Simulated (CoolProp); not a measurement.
Vinyl chloride at several states: Z from the reference equation and from simpler models built on Tc = 425.0 K, pc = 5.600 MPa, ω = 0.160; each cubic takes its own stable root.

The numbers come from the reference Helmholtz-energy equation of state, Thol 2022 in CoolProp.

```
T (K)  p (MPa)   phase  reference
-----  -------  ------  ---------
283.2     4.92  liquid     0.1396
202.2   0.0169  liquid  0.0005871
342.1    0.628     gas     0.9220
408.7   0.0144     gas     0.9991
```

### Question
How far does each simpler model (van der Waals, Redlich-Kwong, Soave-Redlich-Kwong, Peng-Robinson) lie from the reference over these 4 states: mean and median of the absolute difference, and the worst?

### Answer
- van der Waals: mean 42363.3 %, median 29.6 %, worst +169394.1 % at 202.2 K and 0.0169 MPa
- Redlich-Kwong: mean 4.6 %, median 4.5 %, worst +9.4 % at 202.2 K and 0.0169 MPa
- Soave-Redlich-Kwong: mean 3.9 %, median 3.4 %, worst +8.7 % at 202.2 K and 0.0169 MPa
- Peng-Robinson: mean 2.4 %, median 2.0 %, worst -5.4 % at 283.2 K and 4.92 MPa

At some of these states van der Waals gives the other phase, because its saturation line lies elsewhere.
